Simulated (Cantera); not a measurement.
Charge: 1 mol PbO, 2.7 mol CO, 2.8 mol N2, at 1852 °C and 73.0 Pa.

Cantera equilibrium calculation (NASA polynomials, part measured and part estimated; ideal gas, pure solids and liquids). Kinetics and transport are ignored.

| species | before | after |
|---|---|---|
| N2 | 0.426 | 0.424 |
| CO | 0.275 | 0.282 |
| Pb | 0.150 | 0.149 |
| CO2 | 0.136 | 0.128 |
| O | 0.00396 | 0.00694 |
| O2 | 0.00419 | 0.00671 |
| NO | 0.00110 | 0.00139 |
| PbO | 0.00262 | 0.00238 |
Gas species are given as mole fractions.

Question: Which change was made?
A) N2 from 2.8 to 0.15 mol
B) pressure from 73.0 Pa to 38.0 Pa
C) pressure from 73.0 Pa to 1.00 bar
D) pressure from 73.0 Pa to 1.33 mbar

Answer: B, pressure from 73.0 Pa to 38.0 Pa
